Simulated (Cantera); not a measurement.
Mixture: CH3OH : O2 : N2 = 1 : 1.7 : 4.77 (molar parts), at 1800000 Pa, adiabatic and at constant volume. Ignition delay is the time to a rise of 400 K.

Computed with Cantera and GRI-Mech 3.0 (53 species, 325 reactions). GRI-Mech 3.0 was tuned for natural gas; its chemistry of methanol as a main component is partial and can be far from experiment. The pressure lies above the range GRI-Mech 3.0 was tuned for (to about 10 atm).

Task: Predict: delay at 1000 K; delay at 1150 K; delay at 1300 K; delay at 1450 K; apparent activation energy between 1375 and 1525 K.

Result: 
* **delay at 1000 K**: 54.5 ms
* **delay at 1150 K**: 2.25 ms
* **delay at 1300 K**: 0.195 ms
* **delay at 1450 K**: 29.4 µs
* **apparent activation energy between 1375 and 1525 K**: 190 kJ/mol
